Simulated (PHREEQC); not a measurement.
Dissolve 14 mmol/kgw HCl, 13 mmol/kgw CuSO4 and 22 mmol/kgw Na2SO4 at 25 °C. Closed to the air; pH follows from the charge balance.

Equilibrium calculation in PHREEQC: ion-association model, phreeqc.dat.

```
quantity                   before    after
------------------------  -------  -------
pH                           2.20     2.53
ionic strength (mol/kgw)   0.0948   0.0919
Cu+2 (mol/kgw)            0.00772  0.00737
HSO4- (mol/kgw)           0.00641  0.00340
SI of Halite (NaCl)         -5.02    -5.32
```

Task: Name the change that produced these shifts.
(A) HCl from 0.014 to 0.028 mol/kgw
(B) temperature from 25 to 35 °C
(C) HCl from 0.014 to 0.007 mol/kgw
(D) diluted 10-fold with water
(E) CuSO4 from 0.013 to 0.0026 mol/kgw

Result: C, HCl from 0.014 to 0.007 mol/kgw

Precipitation was switched off in this run.
